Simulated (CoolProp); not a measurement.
Ethylene at 298.15 K and 7.34 MPa is throttled through a valve to 0.319 MPa with no heat exchange. Each further row changes one setting.

Values from CoolProp's reference Helmholtz-energy equation of state, Smukala 2000.

```csv
case,temperature change (K),final phase,final density (kg/m³)
as stated,-106.5,"two-phase, vapour fraction 0.797",7.59
outlet pressure 0.0957 MPa,-129.7,"two-phase, vapour fraction 0.855",2.31
outlet pressure 0.415 MPa,-100.4,"two-phase, vapour fraction 0.782",9.90
```
